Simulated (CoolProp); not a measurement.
A closed Brayton cycle with nitrogen: compressor inlet 324.15 K and 7.2 MPa, high pressure 21.5 MPa, turbine inlet 645 K, compressor efficiency 0.85, turbine efficiency 0.85, recuperator effectiveness 0 (on enthalpy, no pinch check). Each further row changes one setting.

The numbers come from the reference Helmholtz-energy equation of state, Span 2000 in CoolProp.

```
case                           thermal efficiency (%)  net work (kJ/kg)  compressor to turbine work  compressor exit (K)  turbine exit (K)
-----------------------------  ----------------------  ----------------  --------------------------  -------------------  ----------------
as stated                                         4.5              9.20                        0.94                465.9             500.2
turbine inlet 595 K                              -2.5                 ?                         1.0                465.9             460.1
compressor inlet 334.15 K                         2.2                 ?                        0.97                480.2             500.2
high pressure 18.3 MPa                            6.2              14.3                           ?                442.2             519.1
recuperator effectiveness 0.5                     5.0              9.20                        0.94                465.9             500.2
```

Problem. Some entries are withheld; supply them.

Solution. 
- turbine inlet 595 K, net work (kJ/kg): -3.61
- compressor inlet 334.15 K, net work (kJ/kg): 4.20
- high pressure 18.3 MPa, compressor to turbine work: 0.90
